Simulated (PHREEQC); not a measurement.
Buffer

Make-up at 20 °C: 0.18 mol/kgw HF, 0.0038 mol/kgw Na2HPO4 and 0.032 mol/kgw HBr. Closed to the air; pH follows from the charge balance.

Computed with PHREEQC (ion-association model, phreeqc.dat).

No solid was allowed to form.

Problem. Estimate the pH, ionic strength.

Solution. pH 1.54; ionic strength 0.0413 mol/kgw.

Problem. In which forms is F present?

Solution. HF 94 %, HF2- 3.6 %, F- 2.9 % of the F.

Complexes and solids missing from the database can't appear.
